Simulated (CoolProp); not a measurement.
Model: reference Helmholtz-energy equation of state, Beckmüller 2019, in CoolProp.

Question: Give the vapour pressure (MPa), liquid density (kg/m³), liquid cp (kJ/(kg K)), surface tension (mN/m) of saturated n-octane at 174.55, 196.85, 201.35 °C.

Answer: 
```json
[
 {"T (°C)": "174.55", "p (MPa)": "0.332", "liquid density (kg/m³)": "561", "liquid cp (kJ/(kg K))": "2.89", "surface tension (mN/m)": "7.91"},
 {"T (°C)": "196.85", "p (MPa)": "0.519", "liquid density (kg/m³)": "535", "liquid cp (kJ/(kg K))": "3.02", "surface tension (mN/m)": "6.13"},
 {"T (°C)": "201.35", "p (MPa)": "0.566", "liquid density (kg/m³)": "529", "liquid cp (kJ/(kg K))": "3.05", "surface tension (mN/m)": "5.78"}
]
```

Surface tension comes from a separate correlation (Mulero 2012).
